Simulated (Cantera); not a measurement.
Source: NASA polynomial tables (part measured, part estimated), evaluated in Cantera. Values are per mole of reaction as written; species without (g) are pure solids or liquids, kept so even where they would boil at 1 bar.

Between 300 and 2173 K, where is each reaction favourable under standard conditions?
- B₃O₃F₃(g) → B₂O₃(g) + BF₃(g)


- B₃O₃F₃(g) → B₂O₃(g) + BF₃(g): ΔG° is 335 kJ at 300 K and -7 kJ at 2173 K; it changes sign between 1973 and 2173 K. ΔH° is 366 kJ and ΔS° 172 J/K at 2173 K.
